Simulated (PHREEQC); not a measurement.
Synthetic water in mg/L, 25 °C, pH 5.69, pe 12.2:

```tsv
constituent	mg/L
Na	0.145
K	0.0502
Ca	0.0609
Mg	0.0221
Cl	0.333
S(6) as SO4	0.0983
Alkalinity as HCO3	0.0515
N(5) as NO3	0.00313
Pb	0.00525
Zn	0.000739
```

Valence states are taken as typed.

Computed with PHREEQC (ion-association model, wateq4f.dat).

| Property | Result |
|---|---|
| ionic strength | 1.80e-5 mol/kgw |
| charge-balance error | 0.7 % |

```
species  molality  activity   log γ
-------  --------  --------  ------
CO2       1.32e-5   1.32e-5   0.000
Cl-       9.39e-6   9.35e-6  -0.002
Na+       6.31e-6   6.28e-6  -0.002
HCO3-     2.89e-6   2.88e-6  -0.002
H+        2.05e-6   2.04e-6  -0.002
Ca+2      1.52e-6   1.49e-6  -0.009
K+        1.28e-6   1.28e-6  -0.002
```

This is a speciation only: nothing precipitates in the calculation. Species that the database lacks are ignored.
